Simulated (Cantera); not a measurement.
Thermodynamics of fluorocarbon and chlorocarbon gases, feed C2F6 + Si

Feed: 1 mol C2F6, 0.93 mol Si, at 1325 °C and 42.0 Pa.

Cantera equilibrium calculation (NASA polynomials, part measured and part estimated; ideal gas, pure solids and liquids). Candidate condensed phases: C, Si, SiC; 23 gas species. The feed counts by its element totals alone. Gases not in the tables: C2F6 and larger saturated fluorocarbons. Rates play no part.

```
Quantity                             Result
--------------------------------  ---------
x(SiF4)                               0.617
x(CF4)                                0.375
x(CF2)                              0.00504
x(F)                                0.00250
x(CF3)                             0.000320
x(SiF3)                             1.84e-6
n(C(graphite))                     1.43 mol
gas amount                        1.507 mol
log10 activity of Si(s) (absent)     -22.49
```
